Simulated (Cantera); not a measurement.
Feed: 1 mol SiO2, 1.1 mol CH4, 3.8 mol H2, equilibrated at 1773.15 K and 7.70 bar.

Method: chemical equilibrium by Gibbs-energy minimisation in Cantera with the NASA 1993 tables (ideal gas, pure condensed phases). Candidate condensed phases: C, C6H6, C7H8, C8H18, H2O, Si, SiC, SiO2; 123 gas species. Mutual solubility and eutectic melting of coexisting phases are not modelled. The tables hold silica as quartz up to 1696 K and as liquid above; real silica turns to tridymite and cristobalite and melts near 1996 K. The numbers say what is thermodynamically allowed, not how fast it happens.

Base state: H2 0.888, CO 0.106, CH4 0.00489, SiO 0.000598, H2O 0.000248, C2H2 (acetylene) 0.000114, H 9.67e-5, C2H4 2.20e-5 (mole fractions); condensed: SiC(s) + SiO2(condensed).

Task: What changes in the equilibrium state with this change: pressure from 7.70 bar to 0.280 bar?

Result: 
```
species                 before    after
--------------------  --------  -------
H2                       0.888    0.834
CO                       0.106    0.118
SiO                   0.000598   0.0480
C2H4                   2.20e-5  9.72e-9
CH4                    0.00489  1.84e-5
C2H2 (acetylene)      0.000114  1.47e-6
SiC(s), mol              0.354    0.252
SiO2(condensed), mol     0.642    0.403
```
